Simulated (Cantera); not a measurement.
Charge: 1 mol BN, 0.19 mol N2, at 120 Torr.

Method: chemical equilibrium by Gibbs-energy minimisation in Cantera with the NASA 1993 tables (ideal gas, pure condensed phases). Candidate condensed phases: B, BN; 5 gas species. The numbers say what is thermodynamically allowed, not how fast it happens.

log p: log10 of the partial pressure in bar; n: condensed amount in mol.

```json
[
 {"T (K)": "2025", "log p N2": "-0.80", "log p B": "-8.18", "log p BN": "-8.57", "log p N": "(withheld)", "log p B2": "<-12", "n BN(s)": "1.00", "n B(l)": "0"},
 {"T (K)": "2100", "log p N2": "-0.80", "log p B": "-7.45", "log p BN": "-7.91", "log p N": "(withheld)", "log p B2": "<-12", "n BN(s)": "1.00", "n B(l)": "0"},
 {"T (K)": "2175", "log p N2": "-0.80", "log p B": "-6.76", "log p BN": "-7.30", "log p N": "(withheld)", "log p B2": "-12.25", "n BN(s)": "1.00", "n B(l)": "0"},
 {"T (K)": "2250", "log p N2": "-0.80", "log p B": "-6.12", "log p BN": "-6.73", "log p N": "(withheld)", "log p B2": "-11.21", "n BN(s)": "1.000", "n B(l)": "0"},
 {"T (K)": "2325", "log p N2": "-0.80", "log p B": "-5.52", "log p BN": "-6.20", "log p N": "(withheld)", "log p B2": "-10.24", "n BN(s)": "1.000", "n B(l)": "0"},
 {"T (K)": "2400", "log p N2": "-0.80", "log p B": "-4.96", "log p BN": "-5.70", "log p N": "(withheld)", "log p B2": "-9.32", "n BN(s)": "1.000", "n B(l)": "0"},
 {"T (K)": "2475", "log p N2": "-0.80", "log p B": "-4.44", "log p BN": "-5.23", "log p N": "(withheld)", "log p B2": "-8.47", "n BN(s)": "1.000", "n B(l)": "0"},
 {"T (K)": "2550", "log p N2": "-0.80", "log p B": "-3.94", "log p BN": "-4.79", "log p N": "(withheld)", "log p B2": "-7.66", "n BN(s)": "1.000", "n B(l)": "0"},
 {"T (K)": "2625", "log p N2": "-0.80", "log p B": "-3.57", "log p BN": "-4.47", "log p N": "(withheld)", "log p B2": "-7.09", "n BN(s)": "0", "n B(l)": "0.999"},
 {"T (K)": "2700", "log p N2": "-0.80", "log p B": "-3.29", "log p BN": "-4.24", "log p N": "(withheld)", "log p B2": "-6.70", "n BN(s)": "0", "n B(l)": "0.998"}
]
```

Q: What belongs in the gaps?

A: 
- 2025, log p N: -9.29
- 2100, log p N: -8.85
- 2175, log p N: -8.43
- 2250, log p N: -8.05
- 2325, log p N: -7.69
- 2400, log p N: -7.35
- 2475, log p N: -7.03
- 2550, log p N: -6.74
- 2625, log p N: -6.45
- 2700, log p N: -6.19
